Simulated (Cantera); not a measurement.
Feed: 1 mol Si, 1.1 mol Br2, 8.8 mol N2, equilibrated at 850 K and 1.40 Pa.

These are equilibrium values from Cantera (NASA tables, ideal gas, pure condensed phases), not measurements of a reactor. Candidate condensed phases: Br2, Si, Si3N4; 13 gas species. N2 is the only nitrogen source here; it is nearly inert below about 1500 K, so the nitride shown seldom forms there in practice. The tables' values for SiBr3 are old estimates; treat these amounts as uncertain. Rates play no part.

Base state: N2 0.939, SiBr4 0.0607, Br 0.000124, SiBr3 1.51e-5 (mole fractions); condensed: Si3N4(s).

Task: What changes in the equilibrium state with this change: Br2 from 1.1 to 3.2 mol?

Result: 
```
species          before    after
-------------  --------  -------
N2                0.939    0.778
SiBr4            0.0607   0.0885
Br2             4.14e-7   0.0791
Br             0.000124   0.0540
SiBr3           1.51e-5  5.05e-8
Si3N4(s), mol     0.150        0
```
